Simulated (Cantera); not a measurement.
Input (Python, Cantera) and output of one run.

```python
import numpy as np
import cantera as ct

gas_names = """
    CL CLO CL2 O O2 O3 Ti TiCL TiCL2 TiCL3 TiCL4 TiO TiOCL TiOCL2 TiO2
""".split()
cond_names = """
    Ti(a) Ti(b) Ti(L) TiCL2(s) TiCL3(s) TiCL4(L) TiO(a) TiO(b) TiO(L) TiO2(ru) TiO2(L) Ti2O3(a) Ti2O3(b)
    Ti2O3(L) Ti3O5(a) Ti3O5(b) Ti3O5(L) Ti4O7(s) Ti4O7(L)
""".split()


def load(file, names, dense=False):
    # The tables refer to 1 bar. Condensed volumes are neglected.
    table = {s.name: s for s in ct.Species.list_from_file(file)}
    out = []
    for n in names:
        d = dict(table[n].input_data)
        d["thermo"] = dict(d["thermo"], **{"reference-pressure": 1e5})
        if dense:
            d["equation-of-state"] = {"model": "constant-volume", "density": "1e6 g/cm^3"}
        out.append(ct.Species.from_dict(d))
    return out


gas = ct.Solution(thermo="ideal-gas", species=load("nasa_gas.yaml", gas_names))
cond = {s.name: ct.Solution(thermo="fixed-stoichiometry", species=[s], name=s.name)
        for s in load("nasa_condensed.yaml", cond_names, dense=True)}
atoms = {
    'TiCl4': {'Ti': 1, 'CL': 4},
    'O2': {'O': 2},
}
top_T = {'TiCL2(s)': 1300, 'TiCL3(s)': 1000}  # K; cautious upper limits of use, not melting points


def equilibrate(T, P, feed):
    n = {}
    for name, mol in feed.items():
        for a, k in atoms[name].items():
            n[a] = n.get(a, 0.0) + k * mol
    gas.TPX = T, P, n
    mass = sum(n.values()) * gas.mean_molecular_weight
    gas.equilibrate("TP")
    valid = [c for c in cond.values() if c.min_temp <= T <= top_T.get(c.name, c.max_temp)]
    mix = ct.Mixture([(gas, mass / gas.mean_molecular_weight)] + [(c, 0.0) for c in valid])
    mix.T, mix.P = T, P
    mix.equilibrate("TP", solver="vcs", rtol=1e-11, max_steps=5000)
    return mix


results = []
feed = {'TiCl4': 1, 'O2': 0.59}  # mol
P = 150  # Pa
for T in [1573, 1648, 1723, 1798, 1873, 1948, 2023, 2098]:
    mix = equilibrate(T, P, feed)
    results.append((T, P, feed, dict(zip(mix.species_names, mix.species_moles))))
    x = sorted(zip(gas.X, gas.species_names), reverse=True)
    print(f"T = {T:g} K  P = {P:g} Pa  gas = {mix.phase_moles(0):.4g} mol")
    print("   x: " + "  ".join(f"{s} {v:.3e}" for v, s in x if v > 0.001))
    print("   condensed (mol): " + ("  ".join(f"{mix.phase(i).name} {mix.phase_moles(i):.4g}"
          for i in range(1, mix.n_phases) if mix.phase_moles(i) > 1e-12) or "none"))
```

It prints:

```
T = 1573 K  P = 150 Pa  gas = 2.535 mol
   x: CL 7.430e-01  TiCL4 1.592e-01  CL2 9.497e-02  TiCL3 2.356e-03
   condensed (mol): TiO2(ru) 0.5893
T = 1648 K  P = 150 Pa  gas = 2.667 mol
   x: CL 7.999e-01  TiCL4 1.464e-01  CL2 4.573e-02  TiCL3 6.711e-03  TiOCL2 1.181e-03
   condensed (mol): TiO2(ru) 0.5883
T = 1723 K  P = 150 Pa  gas = 2.761 mol
   x: CL 8.281e-01  TiCL4 1.298e-01  CL2 2.195e-02  TiCL3 1.725e-02  TiOCL2 2.850e-03
   condensed (mol): TiO2(ru) 0.586
T = 1798 K  P = 150 Pa  gas = 2.854 mol
   x: CL 8.424e-01  TiCL4 1.036e-01  TiCL3 3.704e-02  CL2 1.087e-02  TiOCL2 6.021e-03
   condensed (mol): TiO2(ru) 0.5814
T = 1873 K  P = 150 Pa  gas = 2.957 mol
   x: CL 8.502e-01  TiCL4 7.009e-02  TiCL3 6.272e-02  TiOCL2 1.091e-02  CL2 5.612e-03
   condensed (mol): TiO2(ru) 0.5738
T = 1948 K  P = 150 Pa  gas = 3.053 mol
   x: CL 8.540e-01  TiCL3 8.415e-02  TiCL4 4.017e-02  TiOCL2 1.709e-02  CL2 3.022e-03  TiCL2 1.431e-03
   condensed (mol): TiO2(ru) 0.5636
T = 2023 K  P = 150 Pa  gas = 3.291 mol
   x: CL 8.880e-01  TiCL3 7.159e-02  TiOCL2 1.909e-02  TiCL4 1.610e-02  TiCL2 3.086e-03  CL2 1.826e-03
   condensed (mol): Ti4O7(L) 0.1594
T = 2098 K  P = 150 Pa  gas = 3.337 mol
   x: CL 8.888e-01  TiCL3 7.310e-02  TiOCL2 2.054e-02  TiCL4 7.894e-03  TiCL2 7.744e-03  CL2 1.065e-03
   condensed (mol): Ti4O7(L) 0.1582
```

These are equilibrium values from Cantera (NASA tables, ideal gas, pure condensed phases), not measurements of a reactor. The tables' values for TiCl2, TiOCl are old estimates; treat these amounts as uncertain. Condensed phases not in the tables: Magnéli phases beyond Ti4O7.
